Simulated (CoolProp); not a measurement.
20 sccm (0 °C, 1 atm) of nitrogen bubbles through liquid n-decane at 313.6 K and leaves saturated at a total pressure of 0.00537 MPa (ideal gas phase). Each further row changes one setting.

Values from CoolProp's reference Helmholtz-energy equation of state, Lemmon 2006. It is a short technical equation, of lower accuracy than the large ones.

| case | vapour pressure (kPa) | mole fraction of vapour | delivery (mg/min) | delivery (sccm) | change of delivery for a bath 1 K warmer (%) |
|---|---|---|---|---|---|
| as stated | 0.500 | 0.0932 | 13.0 | 2.06 | 7.0 |
| bath temperature 318.6 K | ? | ? | ? | ? | 7.0 |
| total pressure 0.0107 MPa | 0.500 | ? | ? | ? | ? |

### Question
What belongs in the gaps?

### Answer

- bath temperature 318.6 K, vapour pressure (kPa): 0.676
- bath temperature 318.6 K, mole fraction of vapour: 0.126
- bath temperature 318.6 K, delivery (mg/min): 18.3
- bath temperature 318.6 K, delivery (sccm): 2.88
- total pressure 0.0107 MPa, mole fraction of vapour: 0.0468
- total pressure 0.0107 MPa, delivery (mg/min): 6.23
- total pressure 0.0107 MPa, delivery (sccm): 0.981
- total pressure 0.0107 MPa, change of delivery for a bath 1 K warmer (%): 6.6
